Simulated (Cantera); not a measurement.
# Equilibrium for silicon etching in halogen gases: Si + NF3

Input: 1 mol Si, 2.2 mol NF3, at 650 K and 0.220 bar.

Equilibrium computed with Cantera from the NASA thermochemical tables; the gas is ideal and each condensed phase is pure. Candidate condensed phases: Si, Si3N4; 16 gas species. Rates play no part.

```yaml
x(SiF4): 0.391
x(NF3): 0.330
x(N2): 0.265
x(F2): 0.0132
x(F): 0.000120
gas_amount: 2.556 mol
log10 activity of Si(s) (absent): -118.31
```
